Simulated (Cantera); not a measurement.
Low-pressure radical oxidation in H2/O2

An isothermal, constant-pressure homogeneous reactor starts with 0.794 % H2, 99.2 % O2, equivalence ratio 0.0040, at 1423 K and 0.00513 atm.

Computed with Cantera and GRI-Mech 3.0 (53 species, 325 reactions). Radical loss at walls, strong at low pressure, is not modelled.

```json
[
 {"t (s)": "0.000900", "x H2": "0.00794", "x O2": "0.992", "x O": "1.32e-7", "x H2O2": "4.64e-11", "x HO2": "8.82e-8"},
 {"t (s)": "0.00288", "x H2": "0.00793", "x O2": "0.992", "x O": "1.71e-6", "x H2O2": "3.70e-10", "x HO2": "2.81e-7"},
 {"t (s)": "0.00924", "x H2": "0.00639", "x O2": "0.991", "x O": "0.00104", "x H2O2": "1.99e-9", "x HO2": "2.66e-7"},
 {"t (s)": "0.0296", "x H2": "2.49e-5", "x O2": "0.984", "x O": "0.00705", "x H2O2": "2.76e-9", "x HO2": "1.17e-7"},
 {"t (s)": "0.0949", "x H2": "2.44e-5", "x O2": "0.984", "x O": "0.00693", "x H2O2": "2.74e-9", "x HO2": "1.16e-7"},
 {"t (s)": "0.304", "x H2": "2.32e-5", "x O2": "0.985", "x O": "0.00658", "x H2O2": "2.69e-9", "x HO2": "1.13e-7"},
 {"t (s)": "0.974", "x H2": "1.99e-5", "x O2": "0.986", "x O": "0.00562", "x H2O2": "2.55e-9", "x HO2": "1.05e-7"},
 {"t (s)": "3.12", "x H2": "1.31e-5", "x O2": "0.988", "x O": "0.00362", "x H2O2": "2.14e-9", "x HO2": "8.31e-8"},
 {"t (s)": "10.0", "x H2": "5.01e-6", "x O2": "0.990", "x O": "0.00135", "x H2O2": "1.33e-9", "x HO2": "4.82e-8"}
]
```
x: mole fraction; the columns are a selection and need not sum to one.

Equilibrium at this temperature and pressure: H2 7.11e-8, O2 0.992, O 1.87e-5, H2O2 7.41e-11, HO2 2.64e-8 (gas phase only).
